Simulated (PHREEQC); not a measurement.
0.011 g of hydrous ferric oxide (600 m²/g; 0.2 weak and 0.005 strong sites per Fe, Dzombak-Morel constants, diffuse double layer) in 1 kg of water with 0.05 mol/kgw of an inert sodium salt and 4.1e-07 mol/kgw SrCl2 and 3e-07 mol/kgw ZnSO4, at 25 °C; the pH is set by adding NaOH or the inert anion's acid. Oxygen is held at 0.21 atm. CO2 from the air is kept out. Nothing may precipitate in this run.

Base run: PHREEQC, ion-association model, wateq4f.dat. Each further column changes one thing. The table gives S sorbed (%).

| pH | base | no electrostatic term (-no_edl) | background salt from 0.05 to 0.005 mol/kgw | oxide from 0.011 to 0.055 g/kgw |
|---|---|---|---|---|
| 3 | 93.7 | 0.0 | 99.9 | 98.8 |
| 3.38 | 93.2 | 0.0 | 99.9 | 98.7 |
| 4.12 | 88.3 | 0.0 | 99.5 | 97.6 |
| 4.5 | 81.0 | 0.0 | 98.7 | 95.8 |
| 5.25 | 47.3 | 0.0 | 88.9 | 82.3 |
| 5.62 | 25.8 | 0.0 | 70.0 | 63.9 |
| 6.38 | 3.4 | 0.0 | 12.8 | 15.1 |
| 6.75 | 1.0 | 0.0 | 3.3 | 4.8 |
| 7.5 | 0.1 | 0.0 | 0.1 | 0.3 |
| 7.88 | 0.0 | 0.0 | 0.0 | 0.1 |
| 8.62 | 0.0 | 0.0 | 0.0 | 0.0 |
| 9 | 0.0 | 0.0 | 0.0 | 0.0 |

The oxide is taken as insoluble; below pH 4 it would dissolve.
